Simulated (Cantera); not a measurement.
An isothermal plug-flow reactor at 775 K and 1.00 bar (inlet), inlet velocity 1.7 m/s, active area per volume 530 1/m; feed 1.49 % H2, 7.81 % O2, 90.7 % N2, equivalence ratio 0.096.

Detailed kinetics in Cantera: Deutschmann's 1995 Pt surface mechanism with GRI-Mech 3.0 gas chemistry. Catalytic surfaces can have several steady states; this one follows from the mechanism file's or the stated starting coverage. Mass transfer to the wall is taken as infinitely fast.

Q: Predict: x(H2) at z = 0.0047 m; x(O2) at z = 0.0047 m; x(H2O) at z = 0.0047 m; θ(free Pt) at the exit; θ(O*) at the exit; θ(OH*) at the exit.

A: 
```json
{
  "x(H2) at z = 0.0047 m": "0.000456",
  "x(O2) at z = 0.0047 m": "0.0714",
  "x(H2O) at z = 0.0047 m": "0.0146",
  "θ(free Pt) at the exit": "0.0357",
  "θ(O*) at the exit": "0.962",
  "θ(OH*) at the exit": "0.00276"
}
```
